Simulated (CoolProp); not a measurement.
Properties of R407C along the isobar 6.11 MPa.

Values from CoolProp's reference Helmholtz-energy equation of state, Lemmon 2003. It is a pseudo-pure fit of the blend.

| T (°C) | phase | Z | cv (kJ/(kg K)) | speed of sound (m/s) | fugacity coefficient |
|---|---|---|---|---|---|
| 70.65 | liquid | 0.1947 | 0.9734 | 306.6 | 0.4175 |
| 82.65 | liquid | 0.2094 | 1.007 | 237.0 | 0.4933 |
| 94.65 | supercritical | 0.2528 | 1.078 | 155.6 | 0.5678 |
| 106.75 | supercritical | 0.4248 | 1.096 | 129.8 | 0.6291 |
| 118.75 | supercritical | 0.5483 | 1.044 | 143.9 | 0.6731 |
| 130.75 | supercritical | 0.6249 | 1.026 | 155.7 | 0.7090 |
| 142.75 | supercritical | 0.6805 | 1.020 | 165.6 | 0.7395 |
| 154.75 | supercritical | 0.7238 | 1.020 | 174.0 | 0.7661 |
| 166.75 | supercritical | 0.7589 | 1.024 | 181.5 | 0.7894 |
| 178.75 | supercritical | 0.7880 | 1.031 | 188.3 | 0.8100 |
| 190.85 | supercritical | 0.8129 | 1.040 | 194.5 | 0.8286 |
| 202.85 | supercritical | 0.8340 | 1.050 | 200.2 | 0.8450 |
| 214.85 | supercritical | 0.8523 | 1.060 | 205.5 | 0.8598 |
| 226.85 | supercritical | 0.8683 | 1.072 | 210.5 | 0.8732 |
